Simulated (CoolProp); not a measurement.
Properties of CHF3 (R23) along the isotherm 42.35 °C.

Values from CoolProp's reference Helmholtz-energy equation of state, Penoncello 2003.

```tsv
p (kPa)	phase	Z	speed of sound (m/s)	isothermal compressibility (1/MPa)	expansivity (1/kK)	viscosity (µPa s)
302	gas	0.9810	208.3	3.376	3.387	15.7
604	gas	0.9615	205.6	1.724	3.628	15.8
906	gas	0.9415	202.8	1.175	3.894	15.8
1210	gas	0.9209	200.0	0.9009	4.193	15.9
1510	gas	0.9001	197.2	0.7404	4.523	15.9
1810	gas	0.8787	194.3	0.6348	4.895	16.1
2110	gas	0.8567	191.4	0.5608	5.317	16.2
2420	gas	0.8333	188.3	0.5055	5.817	16.3
```

Viscosity comes from a separate model (Shan 2000).
